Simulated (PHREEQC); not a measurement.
PHREEQC input (Pitzer model, pitzer.dat):

```
SOLUTION 1
  temp 20
  units mol/kgw
  pH 7 charge
  Cl 0.63
  Na 0.434
  S(6) 0.012
  B 0.068
  C(4) 0.048
  K 0.35
END
USE solution 1
INCREMENTAL_REACTIONS false
REACTION 1
  H2O -1
  0 9.886 18.011 24.689 30.178 34.689 38.397 41.444
  43.949 46.007 47.699 49.089 50.232 51.172 51.944 52.578
  53.1 53.528 53.88 54.17 54.408 54.603 54.764 54.896
  55.005 55.094 55.168 moles
EQUILIBRIUM_PHASES 1
  Arcanite 0 0
  Burkeite 0 0
  Glaserite 0 0
  Halite 0 0
  Kalicinite 0 0
  Mirabilite 0 0
  Misenite 0 0
  Nahcolite 0 0
  Natron 0 0
  Sylvite 0 0
  Thenardite 0 0
  Trona 0 0
  Borax 0 0
  Boric_acid,s 0 0
  KB5O8:4H2O 0 0
  K2B4O7:4H2O 0 0
  NaBO2:4H2O 0 0
  NaB5O8:5H2O 0 0
  Teepleite 0 0
  CO2(g) -3.4 10
SELECTED_OUTPUT 1
  -reset false
  -pH true
  -pe true
  -ionic_strength true
  -water true
  -activities H2O
  -totals B C Cl K Na S
  -molalities H+ Na+ K+ Cl- CO3-2 SO4-2 B(OH)3 OH- HCO3- CO2
    HSO4- B(OH)4- B3O3(OH)4- B4O5(OH)4-2
  -equilibrium_phases Arcanite Burkeite Glaserite Halite Kalicinite Mirabilite Misenite Nahcolite Natron Sylvite
    Thenardite Trona Borax Boric_acid,s KB5O8:4H2O K2B4O7:4H2O NaBO2:4H2O NaB5O8:5H2O Teepleite
PRINT
  -reset false
END
```

Selected output (columns that matter, 13 of 27 rows; water left (kg) added in front):

```
water left (kg)	pH	mu	B	C	Cl	K	Na	S	la_H2O	Glaserite	Halite	Sylvite	Trona	Borax
0.99999	9.5001	0.81917	0.068001	0.055958	0.63001	0.35	0.434	0.012	-0.01075	0	0	0	0	0
0.675628	9.5545	1.2172	0.10065	0.077648	0.93247	0.51804	0.64237	0.017761	-0.01583	0	0	0	0	0
0.456594	9.6036	1.8095	0.14893	0.10937	1.3798	0.76655	0.95052	0.026282	-0.023464	0	0	0	0	0
0.308708	9.6489	2.6898	0.22027	0.15625	2.0408	1.1338	1.4059	0.038872	-0.035242	0	0	0	0	0
0.171862	9.72	4.8636	0.39567	0.27217	3.6657	2.0365	2.5253	0.069824	-0.068035	0	0	0	0	0
0.116089	9.7922	7.1335	0.47965	0.40439	5.4069	2.995	3.6855	0.10337	-0.11029	0	0	0.0023202	0	0.0030794
0.0780456	9.8225	8.294	0.43407	0.61341	5.8678	2.2802	5.3422	0.15376	-0.13432	0	0	0.17204	0	0.0085306
0.052228	9.8331	9.0764	0.43013	0.73814	6.0808	1.9555	6.2682	0.22976	-0.14991	0	0.064547	0.24787	0.0064373	0.011384
0.0346148	9.8329	9.1828	0.43014	0.73622	6.0403	1.9706	6.3107	0.28188	-0.15033	0.0011214	0.14249	0.27842	0.015129	0.013278
0.0183032	9.8329	9.1828	0.43014	0.73622	6.0403	1.9706	6.3107	0.28188	-0.15033	0.0034204	0.21577	0.30367	0.023079	0.015032
0.0117045	9.8329	9.1828	0.43014	0.73622	6.0403	1.9706	6.3107	0.28188	-0.15033	0.0043504	0.24542	0.31388	0.026295	0.015741
0.00723738	9.8329	9.1828	0.43014	0.73622	6.0403	1.9706	6.3107	0.28188	-0.15033	0.00498	0.26549	0.3208	0.028473	0.016222
0.00421604	9.8329	9.1828	0.43014	0.73622	6.0403	1.9706	6.3107	0.28188	-0.15033	0.0054058	0.27906	0.32547	0.029945	0.016547
```
